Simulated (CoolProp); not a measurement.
Computed with CoolProp (reference Helmholtz-energy equation of state, Gao 2016).

Q: Give the vapour pressure (MPa), liquid density (kg/m³), liquid cp (kJ/(kg K)) of saturated sulfur dioxide at 333.8, 351.2 K.

A: 
```csv
T (K),p (MPa),liquid density (kg/m³),liquid cp (kJ/(kg K))
333.8,1.12,1260,1.47
351.2,1.72,1200,1.55
```
